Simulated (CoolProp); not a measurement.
Vapour-liquid equilibrium of ethanol (1) + toluene (2) at 183.75 °C; x and y are mole fractions of (1).

Computed with CoolProp (multi-fluid Helmholtz-energy mixture model, Schroeder 2014 and Lemmon 2006; pair parameters Bell 2016).

| x | bubble pressure (MPa) | y at the bubble point | dew pressure at overall composition x (MPa) | liquid density (mol/L) |
|---|---|---|---|---|
| 0.05 | 0.7810 | 0.284 | 0.5865 | 7.676 |
| 0.15 | 1.119 | 0.510 | 0.6575 | 7.914 |
| 0.25 | 1.348 | 0.606 | 0.7460 | 8.186 |
| 0.35 | 1.510 | 0.664 | 0.8589 | 8.501 |
| 0.45 | 1.636 | 0.708 | 1.007 | 8.874 |
| 0.55 | 1.745 | 0.749 | 1.207 | 9.321 |
| 0.65 | 1.845 | 0.791 | 1.469 | 9.862 |
| 0.75 | 1.940 | 0.839 | 1.748 | 10.52 |
| 0.85 | 2.029 | 0.896 | 1.958 | 11.31 |
| 0.95 | 2.110 | 0.963 | 2.096 | 12.27 |

No azeotrope shows between x = 0.05 and 0.95.

Pair parameters are fitted to limited data, so mixtures are less certain than the pure fluids.
